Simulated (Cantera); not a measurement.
# Hydrogen reduction and annealing atmospheres: FeS2 + H2 + H2O

Charge: 1 mol FeS2, 17 mol H2, 1.8 mol H2O, equilibrated at 1.00 Torr.

Cantera equilibrium calculation (NASA polynomials, part measured and part estimated; ideal gas, pure solids and liquids). Candidate condensed phases: Fe, FeO, Fe(OH)2, Fe(OH)3, FeS, FeSO4, FeS2, Fe2O3, Fe2(SO4)3, Fe3O4, H2O, H2SO4, S; 22 gas species. Kinetics and transport are ignored.

```
T (K)  log p H2  log p H  log p H2O  log p Fe  log p S2  log p S  log p SO  log p SH  n Fe(l)
-----  --------  -------  ---------  --------  --------  -------  --------  --------  -------
1823      -2.96    -4.84      -3.96     -4.39     -4.30    -5.20     -5.37     -4.97    0.371
1873      -2.97    -4.68      -3.98     -4.20     -4.33    -5.05     -5.24     -4.93        0
1923      -2.98    -4.51      -3.99     -4.20     -4.36    -4.91     -5.13     -4.89        0
1973      -2.98    -4.36      -4.00     -4.21     -4.40    -4.78     -5.03     -4.86        0
2023      -2.99    -4.22      -4.02     -4.21     -4.45    -4.66     -4.94     -4.84        0
2073      -3.00    -4.08      -4.04     -4.22     -4.52    -4.56     -4.86     -4.83        0
2123      -3.01    -3.95      -4.06     -4.22     -4.59    -4.46     -4.80     -4.84        0
2173      -3.02    -3.83      -4.09     -4.23     -4.69    -4.39     -4.74     -4.85        0
2223      -3.04    -3.72      -4.12     -4.24     -4.80    -4.33     -4.70     -4.87        0
```
log p: log10 of the partial pressure in bar; n: condensed amount in mol.

At 1823 K the condensed part is Fe(l). From 1873 K to 2223 K nothing is condensed. The main Fe-bearing gas is Fe throughout.
